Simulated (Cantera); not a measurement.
Charge: 1 mol CS₂, 3 mol O₂, equilibrated at 0.100 bar.

Cantera equilibrium calculation (NASA polynomials, part measured and part estimated; ideal gas, pure solids and liquids). Candidate condensed phases: C, S; 22 gas species. The numbers say what is thermodynamically allowed, not how fast it happens. All values below are at 1725 K.

Base state: SO₂ 0.665, CO₂ 0.330, CO 0.00252, O₂ 0.00143, SO 0.000458, SO₃ 0.000110 (mole fractions); condensed: gas only.

### Question
What changes in the equilibrium state with this change: CS₂ replaced by H₂O?

### Answer
```tsv
species	before	after
O₂	0.00143	0.749
H₂O	0	0.249
OH	0	0.00166
SO₂	0.665	0
CO₂	0.330	0
CO	0.00252	0
SO	0.000458	0
SO₃	0.000110	0
```
Further candidate phases: H₂O.
